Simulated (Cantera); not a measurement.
Input: 1 mol V, 3.3 mol O2, 19 mol H2, equilibrated at 100000 Pa.

These are equilibrium values from Cantera (NASA tables, ideal gas, pure condensed phases), not measurements of a reactor. Candidate condensed phases: H2O, V, VO, V2O3, V2O4, V2O5; 12 gas species. Condensed phases not in the tables: the oxides between V2O3 and V2O5 other than VO2. The numbers say what is thermodynamically allowed, not how fast it happens.

x: gas mole fraction; n: condensed amount in mol.

```
T (°C)   x H2  x H2O      x H  x VO2      x OH  n V2O3(s)  n V2O3(l)
------  -----  -----  -------  -----  --------  ---------  ---------
2052    0.723  0.265  0.00935      …  0.000571      0.479          0
2077    0.722  0.264   0.0106      …  0.000669          0      0.474
2102    0.720  0.263   0.0120      …  0.000779          0      0.467
2127    0.719  0.263   0.0135      …  0.000905          0      0.460
2152    0.717  0.261   0.0152      …   0.00105          0      0.451
2177    0.715  0.260   0.0170      …   0.00121          0      0.440
2202    0.713  0.259   0.0190      …   0.00139          0      0.427
```

**Question.** Complete the blanks.

**Answer.** 
- 2052, x VO2: 0.00212
- 2077, x VO2: 0.00267
- 2102, x VO2: 0.00329
- 2127, x VO2: 0.00403
- 2152, x VO2: 0.00492
- 2177, x VO2: 0.00597
- 2202, x VO2: 0.00721
